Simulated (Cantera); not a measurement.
Silicon epitaxy and polysilicon growth: Si₃H₈ + Cl₂ + N₂ + HCl

A closed system holds: 1 mol Si₃H₈, 0.3 mol Cl₂, a varied amount of N₂, 0.023 mol HCl, equilibrated at 1127 °C and 0.340 bar.

Method: chemical equilibrium by Gibbs-energy minimisation in Cantera with the NASA 1993 tables (ideal gas, pure condensed phases). Candidate condensed phases: NH₄Cl, Si, Si₃N₄; 28 gas species. The feed counts by its element totals alone. N₂ is the only nitrogen source here; it is nearly inert below about 1500 K, so the nitride shown seldom forms there in practice. The numbers say what is thermodynamically allowed, not how fast it happens.

```json
[
 {"n(N₂) (mol)": "7.9", "x N₂": "0.577", "x H₂": "0.362", "x HCl": "0.0608", "x SiCl₂": "2.86e-5", "x SiCl₄": "1.04e-5", "x SiCl₃": "8.38e-6", "x H": "5.02e-6", "x NH₃": "4.81e-6", "n Si₃N₄(s)": "1.000"},
 {"n(N₂) (mol)": "13", "x N₂": "0.718", "x H₂": "0.241", "x HCl": "0.0406", "x SiCl₂": "1.65e-5", "x SiCl₄": "4.02e-6", "x SiCl₃": "3.96e-6", "x H": "4.10e-6", "x NH₃": "2.92e-6", "n Si₃N₄(s)": "1.000"},
 {"n(N₂) (mol)": "22", "x N₂": "0.822", "x H₂": "0.152", "x HCl": "0.0256", "x SiCl₂": "9.51e-6", "x SiCl₄": "1.46e-6", "x SiCl₃": "1.81e-6", "x H": "3.25e-6", "x NH₃": "1.56e-6", "n Si₃N₄(s)": "1.000"},
 {"n(N₂) (mol)": "37", "x N₂": "0.890", "x H₂": "0.0941", "x HCl": "0.0158", "x SiCl₂": "5.58e-6", "x SiCl₄": "5.31e-7", "x SiCl₃": "8.35e-7", "x H": "2.56e-6", "x NH₃": "7.92e-7", "n Si₃N₄(s)": "1.000"},
 {"n(N₂) (mol)": "62", "x N₂": "0.933", "x H₂": "0.0575", "x HCl": "0.00968", "x SiCl₂": "3.31e-6", "x SiCl₄": "1.92e-7", "x SiCl₃": "3.87e-7", "x H": "2.00e-6", "x NH₃": "3.87e-7", "n Si₃N₄(s)": "1.000"},
 {"n(N₂) (mol)": "100", "x N₂": "0.958", "x H₂": "0.0362", "x HCl": "0.00608", "x SiCl₂": "2.04e-6", "x SiCl₄": "7.47e-8", "x SiCl₃": "1.90e-7", "x H": "1.59e-6", "x NH₃": "1.96e-7", "n Si₃N₄(s)": "1.000"},
 {"n(N₂) (mol)": "170", "x N₂": "0.975", "x H₂": "0.0215", "x HCl": "0.00361", "x SiCl₂": "1.20e-6", "x SiCl₄": "2.60e-8", "x SiCl₃": "8.58e-8", "x H": "1.22e-6", "x NH₃": "9.03e-8", "n Si₃N₄(s)": "1.000"}
]
```
x: gas mole fraction; n: condensed amount in mol.

From 7.9 mol N₂ to 170 mol N₂ the condensed part is Si₃N₄(s). The main Si-bearing gas is SiCl₂ throughout.
